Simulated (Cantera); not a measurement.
An isothermal, constant-pressure homogeneous reactor starts with 34.9 % CH₄, 62.9 % CO₂, 2.17 % H₂, at 1350 K and 0.987 atm.

Computed with Cantera and GRI-Mech 3.0 (53 species, 325 reactions).

Q: Predict: x(CH₄) at 2.00 s; x(CO₂) at 2.00 s; x(H₂) at 2.00 s; x(CH₂CO) at 2.00 s; x(OH) at 2.00 s; x(H₂O) at 2.00 s.

A: 
| Property | Value |
|---|---|
| x(CH₄) at 2.00 s | 0.315 (gas-phase equilibrium 6.37e-6) |
| x(CO₂) at 2.00 s | 0.600 (gas-phase equilibrium 0.0718) |
| x(H₂) at 2.00 s | 0.0439 (gas-phase equilibrium 0.331) |
| x(CH₂CO) at 2.00 s | 5.44e-7 (gas-phase equilibrium 4.79e-11) |
| x(OH) at 2.00 s | 1.70e-9 (gas-phase equilibrium 6.28e-9) |
| x(H₂O) at 2.00 s | 0.0139 (gas-phase equilibrium 0.0927) |
